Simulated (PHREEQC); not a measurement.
Metal-bearing waste water: an equilibrium model

A solution holds 0.23 mol MnSO4 and 0.0385 mol ZnCl2 per kg of water, at 25 °C. Closed to the air; pH follows from the charge balance.

The numbers come from PHREEQC with the ion-association model, wateq4f.dat.

* **pH**: 5.80
* **ionic strength**: 0.537 mol/kgw
* **activity of water**: 0.993

```
species     molality  activity   log γ
----------  --------  --------  ------
Mn+2           0.125    0.0306  -0.612
SO4-2          0.101    0.0201  -0.700
MnSO4         0.0966     0.109   0.054
Cl-           0.0681    0.0435  -0.195
ZnSO4         0.0145    0.0164   0.054
Zn+2          0.0142   0.00348  -0.612
Zn(SO4)2-2   0.00914   0.00267  -0.534
MnCl+        0.00802   0.00543  -0.170
ZnCl+       0.000632  0.000407  -0.190
MnCl2        9.11e-5  0.000103   0.054
ZnCl2        1.64e-5   1.86e-5   0.054
HSO4-        4.69e-6   3.10e-6  -0.179
ZnOH+        3.24e-6   2.38e-6  -0.134
ZnOHCl       2.77e-6   3.13e-6   0.054
```

This is a speciation only: nothing precipitates in the calculation.
